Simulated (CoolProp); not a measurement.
The numbers come from the reference Helmholtz-energy equation of state, Gao 2020 in CoolProp.

Q: Give the vapour pressure (MPa), liquid density (kg/m³), enthalpy of vaporisation (kJ/kg), vapour Z of saturated ammonia at 247.5, 257.9, 382.2 K.

A: 
```
T (K)  p (MPa)  liquid density (kg/m³)  enthalpy of vaporisation (kJ/kg)  vapour Z
-----  -------  ----------------------  --------------------------------  --------
247.5    0.147                     672                              1350     0.965
257.9    0.234                     659                              1310     0.953
382.2     7.44                     429                               624     0.558
```
